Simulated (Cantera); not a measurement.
An adiabatic, constant-volume homogeneous reactor starts with CH₄ : O₂ : N₂ = 1 : 1.11 : 3 (molar parts), at 1723 K and 0.960 bar. Integrator tolerance rtol = 1e-08.

Detailed kinetics in Cantera: GRI-Mech 3.0 (53 species, 325 reactions). Above 3000 K some thermodynamic fits are extrapolated.

### Question
What does this change do: pressure from 0.960 bar to 1.50 bar?

### Answer
| quantity | before | after |
|---|---|---|
| time of steepest temperature rise | 0.164 ms | 0.112 ms |
| temperature at 0.100 s | 3013 K | 3058 K |
| equilibrium temperature | 3013 K | 3058 K |
| x(CH₄) at 0.100 s | 6.01e-12 (gas-phase equilibrium 6.97e-12) | 1.36e-11 (gas-phase equilibrium 1.57e-11) |
| x(O₂) at 0.100 s | 0.00127 (gas-phase equilibrium 0.00127) | 0.00109 (gas-phase equilibrium 0.00109) |
| x(H₂O₂) at 0.100 s | 1.36e-7 (gas-phase equilibrium 1.36e-7) | 1.72e-7 (gas-phase equilibrium 1.72e-7) |
| x(H) at 0.100 s | 0.0434 (gas-phase equilibrium 0.0434) | 0.0396 (gas-phase equilibrium 0.0396) |
| x(CO) at 0.100 s | 0.140 (gas-phase equilibrium 0.140) | 0.141 (gas-phase equilibrium 0.141) |
| x(HCN) at 0.100 s | 1.42e-7 (gas-phase equilibrium 1.42e-7) | 2.25e-7 (gas-phase equilibrium 2.25e-7) |
| x(OH) at 0.100 s | 0.0157 (gas-phase equilibrium 0.0157) | 0.0149 (gas-phase equilibrium 0.0149) |
